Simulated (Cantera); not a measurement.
An isothermal, constant-pressure homogeneous reactor starts with NO : N₂ = 1 : 0.51 (molar parts), at 2125 K and 210 Torr. Integrator tolerance rtol = 1e-08.

Cantera simulation using GRI-Mech 3.0 (53 species, 325 reactions); the numbers are that mechanism's predictions, not measurements.

### Question
What does this change do: NO 1 to 0.21 parts?

### Answer
| quantity | before | after |
|---|---|---|
| x(NO) at 3.00 s | 0.0163 (gas-phase equilibrium 0.0121) | 0.0141 (gas-phase equilibrium 0.00903) |
| x(N₂) at 3.00 s | 0.660 (gas-phase equilibrium 0.662) | 0.847 (gas-phase equilibrium 0.849) |
| x(NO₂) at 3.00 s | 1.51e-5 (gas-phase equilibrium 1.12e-5) | 8.54e-6 (gas-phase equilibrium 5.53e-6) |
| x(O) at 3.00 s | 0.00178 (gas-phase equilibrium 0.00179) | 0.00117 (gas-phase equilibrium 0.00118) |
| x(O₂) at 3.00 s | 0.322 (gas-phase equilibrium 0.324) | 0.138 (gas-phase equilibrium 0.141) |
